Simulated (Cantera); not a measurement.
Standard-state values (1 bar) from the NASA 1993 polynomials, evaluated with Cantera. Values are per mole of reaction as written; species without (g) are pure solids or liquids, kept so even where they would boil at 1 bar.

2 CO2(g) + O2(g) + 2 Mg(g) → 2 MgCO3

```json
[
 {"T (K)": "300", "ΔH° (kJ)": "-1730.6", "ΔS° (J/K)": "-798.2", "ΔG° (kJ)": "-1491.1", "log10 K": "259.62"},
 {"T (K)": "500", "ΔH° (kJ)": "-1725.7", "ΔS° (J/K)": "-786.4", "ΔG° (kJ)": "-1332.5", "log10 K": "139.20"},
 {"T (K)": "550", "ΔH° (kJ)": "…", "ΔS° (J/K)": "…", "ΔG° (kJ)": "…", "log10 K": "…"},
 {"T (K)": "600", "ΔH° (kJ)": "…", "ΔS° (J/K)": "…", "ΔG° (kJ)": "…", "log10 K": "…"},
 {"T (K)": "650", "ΔH° (kJ)": "-1718.7", "ΔS° (J/K)": "-774.2", "ΔG° (kJ)": "-1215.4", "log10 K": "97.67"},
 {"T (K)": "700", "ΔH° (kJ)": "-1715.8", "ΔS° (J/K)": "-770.0", "ΔG° (kJ)": "-1176.8", "log10 K": "87.81"},
 {"T (K)": "750", "ΔH° (kJ)": "-1712.8", "ΔS° (J/K)": "-765.8", "ΔG° (kJ)": "-1138.4", "log10 K": "79.29"},
 {"T (K)": "800", "ΔH° (kJ)": "…", "ΔS° (J/K)": "…", "ΔG° (kJ)": "…", "log10 K": "…"},
 {"T (K)": "850", "ΔH° (kJ)": "-1706.2", "ΔS° (J/K)": "-757.5", "ΔG° (kJ)": "-1062.3", "log10 K": "65.28"}
]
```

Task: Complete the blanks.

Result: 
- 550, ΔH° (kJ): -1723.6
- 550, ΔS° (J/K): -782.4
- 550, ΔG° (kJ): -1293.3
- 550, log10 K: 122.82
- 600, ΔH° (kJ): -1721.3
- 600, ΔS° (J/K): -778.4
- 600, ΔG° (kJ): -1254.2
- 600, log10 K: 109.19
- 800, ΔH° (kJ): -1709.6
- 800, ΔS° (J/K): -761.7
- 800, ΔG° (kJ): -1100.2
- 800, log10 K: 71.84
